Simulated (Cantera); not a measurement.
A perfectly stirred reactor is fed with C₂H₆ : N₂ = 1 : 18 (molar parts), at 0.00240 bar; it is held at 1150 K, and followed from long to short residence time.

Model: GRI-Mech 3.0 (53 species, 325 reactions), integrated in Cantera. GRI-Mech 3.0 stops at C3 and has no aromatics, soot or wall deposition, so with more carbon than oxygen in the feed, carbon stays in small species such as C2H2 where larger ones or solid carbon would form. Radical loss at walls, strong at low pressure, is not modelled.

Q: What does this change do: pressure from 0.00240 bar to 0.0850 bar?

A: 
```json
[
 {"quantity": "x(C₂H₆) at τ = 1.90 s", "before": "0.0264", "after": "0.00414"},
 {"quantity": "x(H₂) at τ = 1.90 s", "before": "0.0211", "after": "0.0552"},
 {"quantity": "x(CH₂) at τ = 1.90 s", "before": "1.14e-8", "after": "1.48e-10"},
 {"quantity": "x(CH₄) at τ = 1.90 s", "before": "0.00588", "after": "0.00717"},
 {"quantity": "x(CH₃) at τ = 1.90 s", "before": "0.000137", "after": "7.88e-6"},
 {"quantity": "x(C₂H₆) at τ = 36.0 ms", "before": "0.0525", "after": "0.0453"},
 {"quantity": "x(H₂) at τ = 36.0 ms", "before": "0.000126", "after": "0.00637"},
 {"quantity": "x(CH₂) at τ = 36.0 ms", "before": "4.92e-10", "after": "6.44e-10"},
 {"quantity": "x(CH₄) at τ = 36.0 ms", "before": "1.76e-5", "after": "0.000660"},
 {"quantity": "x(CH₃) at τ = 36.0 ms", "before": "2.75e-5", "after": "2.57e-5"}
]
```

Q: What does this change do: temperature 1150 to 1950 K?

A: 
```
quantity                  before     after
----------------------  --------  --------
x(C₂H₆) at τ = 1.90 s     0.0264   9.47e-6
x(H₂) at τ = 1.90 s       0.0211    0.0905
x(CH₂) at τ = 1.90 s     1.14e-8   1.80e-5
x(CH₄) at τ = 1.90 s     0.00588   0.00199
x(CH₃) at τ = 1.90 s    0.000137  0.000848
x(C₂H₆) at τ = 36.0 ms    0.0525  0.000458
x(H₂) at τ = 36.0 ms    0.000126    0.0718
x(CH₂) at τ = 36.0 ms   4.92e-10   9.62e-5
x(CH₄) at τ = 36.0 ms    1.76e-5   0.00897
x(CH₃) at τ = 36.0 ms    2.75e-5   0.00669
```
